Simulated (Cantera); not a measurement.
Charge: 1 mol BN, 0.82 mol NF₃, 7 mol H₂, held at 923 K and 0.170 bar.

Cantera equilibrium calculation (NASA polynomials, part measured and part estimated; ideal gas, pure solids and liquids). Candidate condensed phases: B, BN; 31 gas species. Kinetics and transport are ignored.

Base state: H₂ 0.805, N₂ 0.0933, BF₃ 0.0918, HF 0.00945, NH₃ 3.79e-5, BHF₂ 1.24e-5 (mole fractions); condensed: BN(s).

What changes in the equilibrium state with this change: temperature from 923 K to 1223.15 K?


```json
[
 {"species": "H₂", "before": "0.805", "after": "0.801"},
 {"species": "N₂", "before": "0.0933", "after": "0.0919"},
 {"species": "BF₃", "before": "0.0918", "after": "0.0885"},
 {"species": "HF", "before": "0.00945", "after": "0.0185"},
 {"species": "BHF₂", "before": "1.24e-5", "after": "0.000317"},
 {"species": "NH₃", "before": "3.79e-5", "after": "6.35e-6"},
 {"species": "BN(s), mol", "before": "0.207", "after": "0.232"}
]
```
